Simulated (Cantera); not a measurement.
Ammonia decomposition in nitride growth gas

An isothermal, constant-pressure homogeneous reactor starts with NH3 : H2 = 1 : 0.11 (molar parts), at 1625 K and 0.133 bar.

Detailed kinetics in Cantera: the gas-phase N/H chemistry of the illustrative SiF4/NH3 mechanism in the Surface Chemkin manual (1991). Walls and surfaces, which speed up NH3 decomposition in real reactors, are not modelled.

| t (s) | x NH3 | x H2 | x NH2 | x H | x N2 |
|---|---|---|---|---|---|
| 3.00e-6 | 0.901 | 0.0991 | 4.07e-8 | 8.16e-9 | <1e-12 |
| 1.54e-5 | 0.901 | 0.0991 | 2.34e-7 | 1.71e-8 | <1e-12 |
| 7.94e-5 | 0.901 | 0.0991 | 1.23e-6 | 6.24e-8 | <1e-12 |
| 0.000408 | 0.901 | 0.0991 | 6.34e-6 | 2.95e-7 | 7.86e-10 |
| 0.00210 | 0.901 | 0.0991 | 3.24e-5 | 1.48e-6 | 3.17e-7 |
| 0.0108 | 0.901 | 0.0993 | 0.000127 | 5.82e-6 | 4.80e-5 |
| 0.0556 | 0.898 | 0.101 | 0.000146 | 6.83e-6 | 0.000722 |
| 0.286 | 0.885 | 0.111 | 0.000145 | 7.52e-6 | 0.00422 |
| 1.47 | 0.821 | 0.158 | 0.000137 | 1.10e-5 | 0.0210 |
| 7.56 | 0.583 | 0.333 | 0.000109 | 2.59e-5 | 0.0835 |
| 38.9 | 0.182 | 0.629 | 4.87e-5 | 6.96e-5 | 0.189 |
| 200 | 0.0163 | 0.751 | 7.37e-6 | 0.000140 | 0.233 |
x: mole fraction; the columns are a selection and need not sum to one.

Equilibrium at this temperature and pressure: NH3 1.87e-6, H2 0.763, NH2 1.01e-9, H 0.000170, N2 0.237 (gas phase only).
